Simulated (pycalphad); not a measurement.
An equivalent pycalphad script:

```python
from pycalphad import Database, equilibrium, calculate, variables as v
import numpy as np
db = Database('COST507.tdb')
comps = ['TI', 'HF', 'B', 'VA']
phases = ['B2M', 'B2TI', 'B4M3', 'B4TI3', 'BCC_A2', 'BETA_RHOMBO_B', 'BM', 'BTI', 'HCP_A3', 'LIQUID']
eq = equilibrium(db, comps, phases, {v.X('HF'): 0.0065, v.X('B'): 0.005, v.T: np.arange(2850, 499, -50), v.P: 101325, v.N: 1}, output=['HM', 'SM'])
```

Computed with pycalphad from the COST 507 light-alloy database (1999), at 1 atm. The database dates from 1999; later assessments differ in places, in temperatures and in the compounds included. Phase fractions are per mole of atoms. Kinetics are ignored, which matters at the lower temperatures.

Results at three of the temperatures:

```
T = 2400.00 K, P = 101325 Pa, N = 1 mol of atoms
G = -169467 J/mol, H = 90691 J/mol, S = 108.40 J/(mol K)  (SER reference)
chemical potentials (J/mol): Ti -167840, Hf -310630, B -307499
phase             fraction      x(Ti)      x(Hf)       x(B)
LIQUID              1.0000     0.9885     0.0065     0.0050
```

```
T = 2250.00 K, P = 101325 Pa, N = 1 mol of atoms
G = -153428 J/mol, H = 83761 J/mol, S = 105.42 J/(mol K)  (SER reference)
chemical potentials (J/mol): Ti -151871, Hf -285443, B -289655
phase             fraction      x(Ti)      x(Hf)       x(B)
LIQUID              1.0000     0.9885     0.0065     0.0050
```

```
T = 550.00 K, P = 101325 Pa, N = 1 mol of atoms
G = -20058 J/mol, H = 6056 J/mol, S = 47.48 J/(mol K)  (SER reference)
chemical potentials (J/mol): Ti -19165, Hf -41471, B -168839
phase             fraction      x(Ti)      x(Hf)       x(B)
HCP_A3              0.9902     0.9933     0.0066   0.000108
BM                  0.0098     0.4999   0.000114     0.5000
```

Changes of the phase set, refined by bisection:

```json
[
 {"T (K)": "1928.8", "phases above": "LIQUID", "phases below": "BCC_A2 + LIQUID"},
 {"T (K)": "1814.0", "phases above": "BCC_A2 + LIQUID", "phases below": "BCC_A2 + BM"},
 {"T (K)": "1151.3", "phases above": "BCC_A2 + BM", "phases below": "BCC_A2 + BM + HCP_A3"},
 {"T (K)": "1149.7", "phases above": "BCC_A2 + BM + HCP_A3", "phases below": "BM + HCP_A3"}
]
```

Database names, with the compositions (at.%) that they take in these runs: BM: Ti 50 B 50. BCC_A2 is bcc; HCP_A3 is hcp.
